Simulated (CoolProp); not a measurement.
Model: reference Helmholtz-energy equation of state, Thol 2015, in CoolProp.

### Question
For 1,2-dichloroethane, give the phase and the speed of sound (m/s) at 346.2 K and 0.0706 MPa; 346.2 K and 0.966 MPa.

### Answer
- 346.2 K and 0.0706 MPa: gas; speed of sound 176
- 346.2 K and 0.966 MPa: liquid; speed of sound 1010
